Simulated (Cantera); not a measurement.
## Equilibrium for silicon etching in halogen gases: Si + NF3 + H2 + Cl2

Feed: 1 mol Si, 1.6 mol NF3, 0.87 mol H2, 4.1 mol Cl2, equilibrated at 6.90 Pa.

Method: chemical equilibrium by Gibbs-energy minimisation in Cantera with the NASA 1993 tables (ideal gas, pure condensed phases). Candidate condensed phases: NH4Cl, Si, Si3N4; 49 gas species. The tables' values for SiF3 are old estimates; treat these amounts as uncertain. Equilibrium is a limit: real reactors are often held back by kinetics, nucleation or transport.

| T (°C) | x Cl | x Cl2 | x SiF4 | x HCl | x HF | x N2 | x SiF3 |
|---|---|---|---|---|---|---|---|
| 625 | 0.00608 | 0.502 | 0.139 | 0.131 | 0.111 | 0.111 | <1e-12 |
| 725 | 0.0315 | 0.483 | 0.137 | 0.129 | 0.110 | 0.110 | 1.88e-12 |
| 825 | 0.115 | 0.419 | 0.131 | 0.124 | 0.105 | 0.105 | 8.75e-11 |
| 925 | 0.296 | 0.283 | 0.119 | 0.112 | 0.0950 | 0.0950 | 2.29e-9 |
| 1025 | 0.511 | 0.121 | 0.104 | 0.0976 | 0.0831 | 0.0831 | 4.46e-8 |
| 1125 | 0.626 | 0.0346 | 0.0958 | 0.0901 | 0.0766 | 0.0766 | 7.61e-7 |
| 1225 | 0.660 | 0.00905 | 0.0934 | 0.0878 | 0.0747 | 0.0747 | 1.05e-5 |
| 1325 | 0.669 | 0.00262 | 0.0927 | 0.0872 | 0.0743 | 0.0743 | 0.000109 |
x: gas mole fraction; nothing condenses.

From 625 °C to 1325 °C nothing is condensed. The main Si-bearing gas is SiF4 throughout.
